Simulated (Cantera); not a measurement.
Input: 1 mol SiO2, 11 mol HF, 1.2 mol H2, at 133 Pa.

These are equilibrium values from Cantera (NASA tables, ideal gas, pure condensed phases), not measurements of a reactor. Candidate condensed phases: H2O, Si, SiO2; 38 gas species. The tables' values for SiF3, SiF2, SiO2 are old estimates; treat these amounts as uncertain. The tables hold silica as quartz up to 1696 K and as liquid above; real silica turns to tridymite and cristobalite and melts near 1996 K. Rates play no part.

x: gas mole fraction; n: condensed amount in mol.

```
T (K)   x HF    x H2   x H2O   x SiF4     x SiO       x H    x SiF3  n SiO2(β-quartz)  n SiO2(condensed)
-----  -----  ------  ------  -------  --------  --------  --------  ----------------  -----------------
1423   0.826   0.101  0.0488   0.0244   2.53e-7   5.77e-5   2.81e-5             0.709                  0
1473   0.833   0.100  0.0445   0.0222   1.31e-6  0.000110   5.18e-5             0.735                  0
1523   0.839   0.100  0.0407   0.0203   6.09e-6  0.000200   9.16e-5             0.757                  0
1573   0.844  0.0999  0.0375   0.0186   2.56e-5  0.000352  0.000156             0.775                  0
1623   0.848  0.0995  0.0347        …         …         …  0.000255             0.791                  0
1673   0.851  0.0988  0.0324   0.0156  0.000343  0.000980  0.000401             0.803                  0
1723   0.855  0.0974  0.0305        …         …         …  0.000601                 0              0.810
1773   0.858  0.0945  0.0293   0.0122   0.00311   0.00239  0.000834                 0              0.804
1823   0.860  0.0885  0.0294  0.00983   0.00771   0.00353   0.00102                 0              0.773
1873   0.861  0.0784  0.0317  0.00687    0.0159   0.00495   0.00104                 0              0.705
```

Q: Complete the blanks.

A: 
- 1623, x SiF4: 0.0170
- 1623, x SiO: 9.79e-5
- 1623, x H: 0.000597
- 1723, x SiF4: 0.0141
- 1723, x SiO: 0.00109
- 1723, x H: 0.00156
